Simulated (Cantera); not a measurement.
A perfectly stirred reactor is fed with 8.22 % CH4, 23.8 % O2, 67.9 % N2, equivalence ratio 0.69, at 1200 Torr; it is adiabatic with a 475 K inlet, and is followed from long to short residence time, starting on the burning branch (τ in s: 0.16, 0.064, 0.025, 0.0099, 0.0039, 0.0015, 0.00059, 0.00023, 9.1e-05, 3.5e-05, 1.4e-05).

Model: GRI-Mech 3.0 (53 species, 325 reactions), integrated in Cantera.

x: mole fraction; the columns are a selection and need not sum to one.

```csv
τ (s),T (K),x CH4,x O2,x C2H6,x O,x CO2,x OH
0.16,2188,1.18e-6,0.0722,<1e-12,0.000558,0.0806,0.00420
0.064,2189,2.82e-6,0.0728,1.75e-12,0.000598,0.0805,0.00434
0.025,2186,[?],0.0732,9.36e-12,[?],0.0802,0.00461
0.0099,2177,1.46e-5,0.0736,4.15e-11,0.000857,0.0795,0.00512
0.0039,2159,2.97e-5,0.0740,1.49e-10,0.00124,0.0782,0.00602
0.0015,2126,5.85e-5,0.0748,4.70e-10,0.00196,0.0757,0.00729
0.00059,2076,0.000115,0.0763,1.45e-9,0.00307,0.0719,0.00860
0.00023,2004,[?],0.0788,[?],[?],0.0663,0.00953
9.1e-5,1910,0.000579,0.0836,2.91e-8,0.00561,0.0579,0.00949
3.5e-5,1756,0.00237,0.0977,7.74e-7,0.00410,0.0395,0.00658
1.4e-5,475,0.0822,0.238,<1e-12,<1e-12,<1e-12,<1e-12
```

Q: What belongs in the gaps?

A: 
- 0.025, x CH4: 6.67e-6
- 0.025, x O: 0.000679
- 0.00023, x CH4: 0.000242
- 0.00023, x C2H6: 5.38e-9
- 0.00023, x O: 0.00448
